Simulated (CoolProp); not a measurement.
Vapour-liquid equilibrium of CH2F2 (R32) (1) + R134a (2) at 15.35 °C; x and y are mole fractions of (1).

Computed with CoolProp (multi-fluid Helmholtz-energy mixture model, Tillner-Roth 1997 and Tillner-Roth 1994; pair parameters Lemmon 2004).

Q: Give the bubble pressure and the first vapour's composition at x = 0.05, 0.15, 0.75. Is there an azeotrope?

A: x = 0.05: 0.5328 MPa, y = 0.109; x = 0.15: 0.6100 MPa, y = 0.288; x = 0.75: 1.081 MPa, y = 0.863. No azeotrope shows between x = 0.05 and 0.95.

The pair parameters rest on a limited set of measurements; away from them the model extrapolates.
